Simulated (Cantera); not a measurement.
An adiabatic, constant-pressure homogeneous reactor starts with H2 : O2 : N2 = 1 : 1.28 : 4.82 (molar parts), equivalence ratio 0.39, at 1748 K and 18800 Torr.

Computed with Cantera and the H2/O2 subset of GRI-Mech 3.0, which has no nitrogen chemistry. The hydrogen kinetics of GRI-Mech 3.0 are dated; newer H2 mechanisms differ, most at raised pressure. The pressure lies above the range GRI-Mech 3.0 was tuned for (to about 10 atm).

**Question.** Predict: time of steepest temperature rise; temperature at 0.200 s; equilibrium temperature; x(H2) at 0.200 s; x(O2) at 0.200 s; x(O) at 0.200 s; x(H2O2) at 0.200 s; x(H) at 0.200 s.

**Answer.** 
| Quantity | Result |
|---|---|
| time of steepest temperature rise | 0.343 µs |
| temperature at 0.200 s | 2655 K |
| equilibrium temperature | 2655 K |
| x(H2) at 0.200 s | 0.00104 (gas-phase equilibrium 0.00104) |
| x(O2) at 0.200 s | 0.115 (gas-phase equilibrium 0.115) |
| x(O) at 0.200 s | 0.00203 (gas-phase equilibrium 0.00203) |
| x(H2O2) at 0.200 s | 2.36e-6 (gas-phase equilibrium 2.36e-6) |
| x(H) at 0.200 s | 0.000310 (gas-phase equilibrium 0.000310) |
